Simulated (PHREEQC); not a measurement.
Acid rinse or clean (model solution)

Make-up at 25 °C: 0.28 mol/kgw H2SO4 and 0.002 mol/kgw ZnSO4. It is in equilibrium with CO2 at log p = 0 (atm). Otherwise closed; pH follows from the charge balance.

Equilibrium calculation in PHREEQC: ion-association model, phreeqc.dat.

Each row changes one thing in this solution. Precipitation was switched off in this run.

| case | pH | ionic strength (mol/kgw) | HSO4- (mol/kgw) | SO4-2 (mol/kgw) | HCO3- (mol/kgw) |
|---|---|---|---|---|---|
| as made | 0.62 | 0.348 | 0.249 | 0.0326 | 8.64e-8 |
| ZnSO4 from 0.002 to 0.0004 mol/kgw | 0.61 | 0.345 | 0.248 | 0.0323 | 8.61e-8 |
| H2SO4 from 0.28 to 0.14 mol/kgw | 0.89 | 0.190 | 0.118 | 0.0234 | 1.54e-7 |
| ZnSO4 left out | 0.61 | 0.344 | 0.248 | 0.0323 | 8.60e-8 |
